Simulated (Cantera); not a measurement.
## Stirred combustor or abatement burner

A perfectly stirred reactor is fed with 7.22 % CH₄, 18.8 % O₂, 70.6 % N₂, 3.41 % CO₂, at 1000000 Pa; it is adiabatic with a 500 K inlet, and is followed from long to short residence time, starting on the burning branch (τ in s: 0.06, 0.033, 0.018, 0.0099, 0.0054, 0.003, 0.0016, 0.00089, 0.00049, 0.00027, 0.00015, 8.1e-05).

Cantera simulation using GRI-Mech 3.0 (53 species, 325 reactions); the numbers are that mechanism's predictions, not measurements.

```
τ (s)    T (K)     x CH₄    x O₂   x CO₂    x C₂H₂  x H₂O
-------  -----  --------  ------  ------  --------  -----
0.060     2033   2.33e-6  0.0431   0.106  2.66e-10  0.144
0.033     2033   4.10e-6  0.0432   0.106  7.92e-10  0.144
0.018     2032   7.11e-6  0.0432   0.106   2.25e-9  0.144
0.0099    2030   1.19e-5  0.0433   0.106   5.77e-9  0.144
0.0054    2028   1.96e-5  0.0435   0.105   1.35e-8  0.143
0.0030    2023   3.09e-5  0.0437   0.105   2.80e-8  0.143
0.0016    2017   4.94e-5  0.0440   0.104   5.55e-8  0.143
0.00089   2008   7.58e-5  0.0445   0.103   9.87e-8  0.142
0.00049   1995  0.000118  0.0452   0.102   1.71e-7  0.142
0.00027   1977  0.000186  0.0463  0.0997   2.95e-7  0.141
0.00015   1951  0.000303  0.0480  0.0967   5.25e-7  0.140
8.1e-5    1908  0.000559  0.0510  0.0916   1.12e-6  0.138
```
x: mole fraction; the columns are a selection and need not sum to one.
